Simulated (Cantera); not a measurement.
A freely propagating, adiabatic, planar premixed flame of 15.4 % CH3OH, 17.7 % O2, 66.9 % N2, equivalence ratio 1.3, unburnt at 323 K and 5.40 bar; mixture-averaged transport, grid criteria slope 0.08 and curve 0.16, no radiation.

Computed with Cantera and GRI-Mech 3.0 (53 species, 325 reactions). GRI-Mech 3.0 was tuned for natural gas; its chemistry of methanol as a main component is partial and can be far from experiment. Burning velocities carry a grid error of a few per cent, more on coarse grids.

Predict: laminar burning velocity; thermal thickness; peak x(CO); peak x(H); peak x(C2H6); peak x(CH3).


| Property | Result |
|---|---|
| laminar burning velocity | 37.0 cm/s |
| thermal thickness | 0.0740 mm |
| peak x(CO) | 0.0880 |
| peak x(H) | 0.00684 |
| peak x(C2H6) | 9.61e-7 |
| peak x(CH3) | 0.000138 |
